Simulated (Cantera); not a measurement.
Charge: 1 mol TEOS, 0.34 mol H2O, equilibrated at 1550 °C.

These are equilibrium values from Cantera (NASA tables, ideal gas, pure condensed phases), not measurements of a reactor. Candidate condensed phases: C, C6H6, C7H8, C8H18, H2O, Si, SiC, SiO2; 123 gas species. The feed counts by its element totals alone. Equilibrium is a limit: real reactors are often held back by kinetics, nucleation or transport.

Question: At 21.0 Pa, list the 6 most abundant gas species with their mole fractions, and the condensed phases.

Answer: H2 0.683, CO 0.290, H 0.0247, SiO 0.00172, Si 0.000564, C2H2 (acetylene) 0.000144. Condensed: C(graphite) + SiC(s).
